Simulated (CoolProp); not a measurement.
Vapour-liquid equilibrium of acetone (1) + n-heptane (2) at 1.82 bar; x and y are mole fractions of (1).

The numbers come from the multi-fluid Helmholtz-energy mixture model, Lemmon 2006 and Span 2003; pair parameters Bell 2016 in CoolProp.

| x | bubble temperature, mixture model (K) | bubble temperature, Raoult's law (K) | y, mixture model | y, Raoult's law |
|---|---|---|---|---|
| 0.05 | 380.9 | 388.6 | 0.290 | 0.149 |
| 0.15 | 366.2 | 381.2 | 0.566 | 0.376 |
| 0.25 | 358.6 | 375.1 | 0.681 | 0.537 |
| 0.35 | 354.5 | 369.8 | 0.738 | 0.656 |
| 0.45 | 352.1 | 365.2 | 0.773 | 0.747 |
| 0.55 | 350.5 | 361.2 | 0.798 | 0.817 |
| 0.65 | 349.4 | 357.6 | 0.821 | 0.873 |
| 0.75 | 348.5 | 354.3 | 0.848 | 0.919 |
| 0.85 | 347.7 | 351.4 | 0.886 | 0.956 |
| 0.95 | 347.3 | 348.7 | 0.950 | 0.986 |

The largest gap from Raoult's law is -16.5 K in bubble temperature, at x = 0.25. No azeotrope shows between x = 0.05 and 0.95.

Pair parameters are fitted to limited data, so mixtures are less certain than the pure fluids.
